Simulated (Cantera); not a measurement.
Charge: 1 mol MgSO4, a varied amount of H2, 0.014 mol H2O, equilibrated at 1775 K and 530 Pa.

Method: chemical equilibrium by Gibbs-energy minimisation in Cantera with the NASA 1993 tables (ideal gas, pure condensed phases). Candidate condensed phases: H2O, H2SO4, Mg, MgO, Mg(OH)2, MgS, MgSO4, S; 26 gas species. The numbers say what is thermodynamically allowed, not how fast it happens.

### Question
At 0.77 mol H2, list the 7 most abundant gas species with their mole fractions, and the condensed phases.

### Answer
SO2 0.525, H2O 0.409, O2 0.0602, OH 0.00325, H2 0.000975, SO 0.000439, O 0.000323. Condensed: MgO(s).
